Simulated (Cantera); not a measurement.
An isothermal, constant-pressure homogeneous reactor starts with NO : N2 = 4.4 : 4.6 (molar parts), at 1825 K and 75.0 Torr.

Model: GRI-Mech 3.0 (53 species, 325 reactions), integrated in Cantera.

Question: Predict: x(NO) at 300 s; x(NO2) at 300 s; x(O2) at 300 s; x(N2) at 300 s; x(N2O) at 300 s.

Answer: 
- x(NO) at 300 s: 0.00668 (gas-phase equilibrium 0.00476)
- x(NO2) at 300 s: 5.38e-6 (gas-phase equilibrium 3.84e-6)
- x(O2) at 300 s: 0.241 (gas-phase equilibrium 0.242)
- x(N2) at 300 s: 0.752 (gas-phase equilibrium 0.753)
- x(N2O) at 300 s: 9.13e-8 (gas-phase equilibrium 8.43e-8)
